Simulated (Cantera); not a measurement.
Input: 1 mol BN, 11 mol O2, 0.82 mol N2, equilibrated at 7.50 Torr.

Equilibrium computed with Cantera from the NASA thermochemical tables; the gas is ideal and each condensed phase is pure. Candidate condensed phases: B, BN, B2O3; 17 gas species. The numbers say what is thermodynamically allowed, not how fast it happens.

Question: Which condensed phases are stable at each of these points (T (°C)): 900, 950, 1000, 1050, 1100, 1150, 1200, 1250, 1300, 1350, 1400, 1450, 1500, 1550?

Answer: 
```csv
T (°C),condensed phases,B condensed (%)
900,B2O3(l),100.0
950,B2O3(l),100.0
1000,B2O3(l),100.0
1050,B2O3(l),99.9
1100,B2O3(l),99.7
1150,B2O3(l),99.0
1200,B2O3(l),96.9
1250,B2O3(l),91.4
1300,B2O3(l),77.7
1350,B2O3(l),45.0
1400,gas only,0.0
1450,gas only,0.0
1500,gas only,0.0
1550,gas only,0.0
```

From 900 °C to 1350 °C the condensed part is B2O3(l). From 1400 °C to 1550 °C nothing is condensed.
